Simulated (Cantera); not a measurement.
Feed: 1 mol SiH₂Cl₂, 1.1 mol C₂H₂, 3.2 mol H₂, 0.013 mol C₃H₈, at 1373 K and 13.3 mbar.

Method: chemical equilibrium by Gibbs-energy minimisation in Cantera with the NASA 1993 tables (ideal gas, pure condensed phases). Candidate condensed phases: C, C₆H₆, C₇H₈, C₈H₁₈, Si, SiC; 109 gas species. The tables' values for SiCl₃ are old estimates; treat these amounts as uncertain. Rates play no part.

Base state: H₂ 0.689, HCl 0.308, SiCl₂ 0.00168, SiCl₄ 0.000531, SiCl₃ 0.000439, SiHCl₃ 7.52e-5, CH₄ 3.19e-5, H 2.39e-5 (mole fractions); condensed: C(graphite) + SiC(s).

Q: What changes in the equilibrium state with this change: H₂ from 3.2 to 410 mol?

A: 
```tsv
species	before	after
H₂	0.689	0.995
HCl	0.308	0.00484
CH₄	3.19e-5	6.65e-5
SiCl₂	0.00168	2.87e-7
SiCl₄	0.000531	<1e-9
SiCl₃	0.000439	<1e-9
SiHCl₃	7.52e-5	<1e-9
H	2.39e-5	2.88e-5
C(graphite), mol	1.26	1.21
SiC(s), mol	0.983	1.000
```

Q: What changes in the equilibrium state with this change: pressure from 13.3 mbar to 0.133 bar?

A: 
```
species             before     after
----------------  --------  --------
H₂                   0.689     0.700
HCl                  0.308     0.292
SiCl₄             0.000531   0.00414
CH₄                3.19e-5  0.000329
SiH₂Cl₂            1.57e-6   1.41e-5
C(graphite), mol      1.26      1.28
SiC(s), mol          0.983     0.953
```
